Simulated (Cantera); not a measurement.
Cantera run, input and output.

```python
import numpy as np
import cantera as ct

gas = ct.Solution("gri30.yaml")
gas.TPX = 2000, 13332, {'CH4': 1, 'CO2': 2.4}
reactor = ct.IdealGasConstPressureReactor(gas, energy="off", clone=False)
net = ct.ReactorNet([reactor])
net.rtol, net.atol = 1e-08, 1e-18
show = ['CH4', 'CO2', 'H2', 'CO', 'HCO', 'CH2CO']
times = np.geomspace(8e-06, 20, 9)

steps = ct.SolutionArray(gas, extra=["t"])
rows = []
print(f"{'t/s':>10s}{'T/K':>9s}{'P/Pa':>11s}" + "".join(f"{s:>11s}" for s in show))
for t in times:
    while net.time < t:
        t_next = net.step()
        steps.append(gas.state, t=t_next)
    rows.append([np.interp(t, steps.t, y) for y in (steps.T, steps.P, *steps(*show).X.T)])
    print(f"{t:10.3e}{rows[-1][0]:9.1f}{rows[-1][1]:11.4g}" + "".join(f"{x:11.3e}" for x in rows[-1][2:]))
rate = np.gradient(steps.T, steps.t)
print("integrator steps:", len(steps.t))
if steps.T.max() > steps.T[0] + 200:
    print(f"time of steepest temperature rise: {steps.t[rate.argmax()]:.4e} s")
gas.TPX = 2000, 13332, {'CH4': 1, 'CO2': 2.4}
gas.equilibrate("TP")
print(f"equilibrium (TP): T = {gas.T:.1f} K  " + "  ".join(f"{s} {gas[s].X[0]:.3e}" for s in show))
```

Result:

```
       t/s      T/K       P/Pa        CH4        CO2         H2         CO        HCO      CH2CO
 8.000e-06   2000.0  1.333e+04  2.934e-01  7.057e-01  2.725e-04  1.659e-05  1.434e-10  2.366e-12
 5.045e-05   2000.0  1.333e+04  2.894e-01  7.043e-01  2.110e-03  1.442e-04  3.119e-08  7.466e-10
 3.181e-04   2000.0  1.333e+04  2.203e-01  6.694e-01  5.918e-02  8.713e-03  5.228e-06  2.281e-06
 2.006e-03   2000.0  1.333e+04  4.779e-02  4.429e-01  1.772e-01  1.374e-01  1.825e-06  1.294e-04
 1.265e-02   2000.0  1.333e+04  4.639e-03  1.912e-01  1.150e-01  3.934e-01  6.202e-07  2.065e-04
 7.976e-02   2000.0  1.333e+04  1.039e-03  9.977e-02  1.969e-01  5.270e-01  9.158e-08  8.573e-06
 5.030e-01   2000.0  1.333e+04  2.182e-11  9.417e-02  2.042e-01  5.348e-01  5.143e-08  2.178e-14
 3.172e+00   2000.0  1.333e+04  2.181e-11  9.417e-02  2.042e-01  5.348e-01  5.144e-08  2.178e-14
 2.000e+01   2000.0  1.333e+04  2.181e-11  9.417e-02  2.042e-01  5.348e-01  5.144e-08  2.178e-14
integrator steps: 1858
equilibrium (TP): T = 2000.0 K  CH4 2.404e-11  CO2 9.417e-02  H2 2.042e-01  CO 5.348e-01  HCO 5.144e-08  CH2CO 2.386e-14
```

Model: GRI-Mech 3.0 (53 species, 325 reactions), integrated in Cantera.
